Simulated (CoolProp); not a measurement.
Saturation properties of R142b (Tc = 410.3 K, pc = 4.055 MPa, ω = 0.232).

The numbers come from the reference Helmholtz-energy equation of state, Lemmon 2006 in CoolProp. It is a short technical equation, of lower accuracy than the large ones.

```
T (K)     p (MPa)  liquid density (kg/m³)  enthalpy of vaporisation (kJ/kg)  liquid cp (kJ/(kg K))  vapour Z  surface tension (mN/m)
-----  ----------  ----------------------  --------------------------------  ---------------------  --------  ----------------------
233.9  (withheld)              (withheld)                             239.5                  1.177    0.9844                    20.0
239.7     0.03359                    1246                             236.5                  1.187    0.9807                    19.2
245.5     0.04474                    1234                             233.4                  1.197    0.9765                    18.4
251.3     0.05867                    1221                             230.3                  1.208    0.9716                    17.6
257       0.07552                    1208                             227.2                  1.218    0.9662                    16.8
262.8     0.09638                    1195                             223.9                  1.230    0.9601                    16.0
268.6      0.1215                    1182                             220.6                  1.242    0.9532                    15.3
274.3      0.1509                    1169                             217.3                  1.255    0.9458                    14.5
280.1      0.1863                    1155                             213.8                  1.268    0.9375                    13.7
285.9      0.2276                    1141                             210.2                  1.282    0.9284                    13.0
291.7      0.2757                    1127                             206.4                  1.296    0.9184                    12.2
297.4      0.3301                    1113                             202.6             (withheld)    0.9079                    11.5
303.2      0.3934                    1098                             198.7                  1.328    0.8963                    10.8
309        0.4654                    1083                             194.5                  1.345    0.8838                    10.1
```

Task: Fill in the missing entries.

Result: 
- 233.9, p (MPa): 0.02481
- 233.9, liquid density (kg/m³): 1259
- 297.4, liquid cp (kJ/(kg K)): 1.312

It boils at 264.0 K under 1 atm.

Surface tension comes from a separate correlation (Mulero 2012).
